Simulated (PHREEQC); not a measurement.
Dissolve 28 mmol/kgw HF, 1.8 mmol/kgw NH4F and 0.0037 mmol/kgw H4SiO4 at 55 °C. Closed to the air; pH follows from the charge balance.

All values are PHREEQC results (ion-association model, phreeqc.dat), not measurements.

This is a speciation only: nothing precipitates in the calculation.

Estimate the pH.

pH 2.60.

In which forms is F present?

HF 83 %, F- 14 %, HF2- 3.0 % of the F.

Complexes and solids missing from the database can't appear. Constants without temperature data keep their 25 °C values here. SiF6-2 is the database's only silicon fluoride.
